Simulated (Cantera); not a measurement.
**Equilibrium for tantalum, niobium, vanadium and zirconium in process gases: Zr + N₂**

Input: 1 mol Zr, 11 mol N₂, at 2325 K.

Equilibrium computed with Cantera from the NASA thermochemical tables; the gas is ideal and each condensed phase is pure. Candidate condensed phases: Zr, ZrN; 4 gas species. ZrN: taken at fixed stoichiometry. Kinetics and transport are ignored.

```csv
P (Pa),x N₂,x Zr,x N,n ZrN(s)
0.100,0.917,0.0833,4.90e-5,0
1.50,0.998,0.00231,1.32e-5,0.976
22,1.000,4.12e-5,3.45e-6,1.000
320,1.000,7.42e-7,9.05e-7,1.000
4600,1.00,1.36e-8,2.39e-7,1.00
68000,1.00,2.39e-10,6.21e-8,1.00
1000000,1.00,4.25e-12,1.62e-8,1.00
```
x: gas mole fraction; n: condensed amount in mol.

At 1.00e-6 bar nothing is condensed. From 1.50e-5 bar to 10.0 bar the condensed part is ZrN(s).
